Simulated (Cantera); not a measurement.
Input (Python, Cantera) and output of one run.

```python
import numpy as np
import cantera as ct

gas_names = [...]  # 136 gases of nasa_gas.yaml made of C, H, N, O
cond_names = """
    C(gr) C6H6(L) C7H8(L) C8H18(L),n-octa H2O(s) H2O(L)
""".split()


# ... load() reads the species with a 1 bar reference pressure and builds the phases ...
atoms = {
    'acetone': {'C': 3, 'H': 6, 'O': 1},
    'NH3': {'N': 1, 'H': 3},
    'H2': {'H': 2},
}
top_T = {'C(gr)': 4500}  # K; cautious upper limits of use, not melting points


# ... equilibrate(T, P, feed) seeds the gas with the atoms and calls Mixture.equilibrate('TP', solver="vcs", rtol=1e-11, max_steps=5000) ...
results = []
T = 2898.15  # K
P = 21  # Pa
for m in [1.1, 1.8, 3, 5, 8.4, 14, 23, 38, 64]:
    feed = {'acetone': 1, 'NH3': 0.29, 'H2': m}  # mol
    mix = equilibrate(T, P, feed)
    results.append((T, P, feed, dict(zip(mix.species_names, mix.species_moles))))

top = {s: max(r[3][s] / sum(r[3][g] for g in gas_names) for r in results) for s in gas_names}
cols = sorted((s for s in top if top[s] > 0.0001), key=lambda s: -top[s])[:9]
seen = [c for c in cond_names if any(r[3].get(c, 0) > 1e-12 for r in results)]
print("log10 of partial pressures in bar; condensed amounts in mol")
print(f"{'n(H2)':>10s}" + "".join(f"{s[:9]:>10s}" for s in cols + seen))
for T, P, feed, n in results:
    ng = sum(n[g] for g in gas_names)
    print(f"{feed['H2']:10.4g}" + "".join(f"{np.log10(max(n[s] / ng * P / 1e5, 1e-99)):10.3f}" for s in cols)
          + "".join(f"{n.get(c, 0):10.4g}" for c in seen))
```

Output:

```
log10 of partial pressures in bar; condensed amounts in mol
     n(H2)         H        CO        C3         C        H2        N2        C2        CN       C2H
       1.1    -3.777    -4.722    -5.092    -5.097    -5.669    -5.678    -5.728    -5.955    -6.678
       1.8    -3.766    -4.774    -5.156    -5.118    -5.648    -5.731    -5.771    -6.003    -6.710
         3    -3.753    -4.850    -5.252    -5.150    -5.622    -5.810    -5.835    -6.074    -6.761
         5    -3.739    -4.953    -5.386    -5.195    -5.593    -5.916    -5.924    -6.172    -6.836
       8.4    -3.725    -5.087    -5.566    -5.255    -5.566    -6.051    -6.044    -6.300    -6.943
        14    -3.714    -5.243    -5.791    -5.330    -5.543    -6.210    -6.194    -6.454    -7.081
        23    -3.705    -5.415    -6.059    -5.419    -5.525    -6.381    -6.372    -6.629    -7.251
        38    -3.698    -5.603    -6.383    -5.527    -5.512    -6.567    -6.589    -6.830    -7.461
        64    -3.694    -5.810    -6.786    -5.661    -5.503    -6.766    -6.857    -7.063    -7.724
```

Cantera equilibrium calculation (NASA polynomials, part measured and part estimated; ideal gas, pure solids and liquids). The feed counts by its element totals alone.
